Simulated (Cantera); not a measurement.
A perfectly stirred reactor is fed with NO : N2 = 1 : 1.9 (molar parts), at 0.290 bar; it is held at 1875 K, and followed from long to short residence time.

Model: GRI-Mech 3.0 (53 species, 325 reactions), integrated in Cantera.

Task: What does this change do: pressure from 0.290 bar to 20.0 Torr?

Result: 
```json
[
 {"quantity": "x(NO) at τ = 3.60 s", "before": "0.248", "after": "0.327"},
 {"quantity": "x(O2) at τ = 3.60 s", "before": "0.0481", "after": "0.00887"},
 {"quantity": "x(N2O) at τ = 3.60 s", "before": "2.48e-5", "after": "3.94e-5"},
 {"quantity": "x(O) at τ = 3.60 s", "before": "0.000104", "after": "0.000191"},
 {"quantity": "x(NO2) at τ = 3.60 s", "before": "0.000140", "after": "2.50e-5"},
 {"quantity": "x(NO) at τ = 0.110 s", "before": "0.341", "after": "0.344"},
 {"quantity": "x(O2) at τ = 0.110 s", "before": "0.00187", "after": "0.000154"},
 {"quantity": "x(N2O) at τ = 0.110 s", "before": "4.78e-5", "after": "3.63e-5"},
 {"quantity": "x(O) at τ = 0.110 s", "before": "3.85e-5", "after": "9.23e-5"},
 {"quantity": "x(NO2) at τ = 0.110 s", "before": "6.49e-5", "after": "1.11e-5"}
]
```
Radical loss at walls, strong at low pressure, is not modelled.

Task: What does this change do: pressure from 0.290 bar to 0.630 bar?

Result: 
| quantity | before | after |
|---|---|---|
| x(NO) at τ = 3.60 s | 0.248 | 0.205 |
| x(O2) at τ = 3.60 s | 0.0481 | 0.0699 |
| x(N2O) at τ = 3.60 s | 2.48e-5 | 1.74e-5 |
| x(O) at τ = 3.60 s | 0.000104 | 8.28e-5 |
| x(NO2) at τ = 3.60 s | 0.000140 | 0.000204 |
| x(NO) at τ = 0.110 s | 0.341 | 0.337 |
| x(O2) at τ = 0.110 s | 0.00187 | 0.00388 |
| x(N2O) at τ = 0.110 s | 4.78e-5 | 4.84e-5 |
| x(O) at τ = 0.110 s | 3.85e-5 | 2.93e-5 |
| x(NO2) at τ = 0.110 s | 6.49e-5 | 0.000112 |
